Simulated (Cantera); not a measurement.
Equilibrium for iron carbonyl, mercury and lead vapours: Pb + CO + H₂

Charge: 1 mol Pb, 0.18 mol CO, 3.6 mol H₂, equilibrated at 6.15 Torr.

These are equilibrium values from Cantera (NASA tables, ideal gas, pure condensed phases), not measurements of a reactor. Candidate condensed phases: C, C₆H₆, C₇H₈, C₈H₁₈, H₂O, Pb, PbO, PbO₂, Pb₃O₄; 113 gas species. Equilibrium is a limit: real reactors are often held back by kinetics, nucleation or transport.

```json
[
 {"T (K)": "923", "x H₂": "0.951", "x Pb": "0.000309", "x CO": "0.0466", "x CH₄": "0.00103", "x H₂O": "0.000938", "n Pb(l)": "0.999"},
 {"T (K)": "998", "x H₂": "0.950", "x Pb": "0.00189", "x CO": "0.0472", "x CH₄": "0.000341", "x H₂O": "0.000318", "n Pb(l)": "0.993"},
 {"T (K)": "1073", "x H₂": "0.944", "x Pb": "0.00891", "x CO": "0.0471", "x CH₄": "0.000129", "x H₂O": "0.000123", "n Pb(l)": "0.966"},
 {"T (K)": "1148", "x H₂": "0.920", "x Pb": "0.0342", "x CO": "0.0459", "x CH₄": "5.35e-5", "x H₂O": "5.14e-5", "n Pb(l)": "0.866"},
 {"T (K)": "1223", "x H₂": "0.847", "x Pb": "0.111", "x CO": "0.0423", "x CH₄": "2.19e-5", "x H₂O": "2.12e-5", "n Pb(l)": "0.530"},
 {"T (K)": "1298", "x H₂": "0.753", "x Pb": "0.209", "x CO": "0.0376", "x CH₄": "9.05e-6", "x H₂O": "8.85e-6", "n Pb(l)": "0"},
 {"T (K)": "1373", "x H₂": "0.753", "x Pb": "0.209", "x CO": "0.0377", "x CH₄": "5.05e-6", "x H₂O": "5.05e-6", "n Pb(l)": "0"},
 {"T (K)": "1448", "x H₂": "0.753", "x Pb": "0.209", "x CO": "0.0377", "x CH₄": "2.93e-6", "x H₂O": "3.12e-6", "n Pb(l)": "0"},
 {"T (K)": "1523", "x H₂": "0.753", "x Pb": "0.209", "x CO": "0.0377", "x CH₄": "1.71e-6", "x H₂O": "2.13e-6", "n Pb(l)": "0"},
 {"T (K)": "1598", "x H₂": "0.753", "x Pb": "0.209", "x CO": "0.0376", "x CH₄": "9.73e-7", "x H₂O": "1.62e-6", "n Pb(l)": "0"}
]
```
x: gas mole fraction; n: condensed amount in mol.

From 923 K to 1223 K the condensed part is Pb(l). From 1298 K to 1598 K nothing is condensed. The main Pb-bearing gas is Pb throughout.
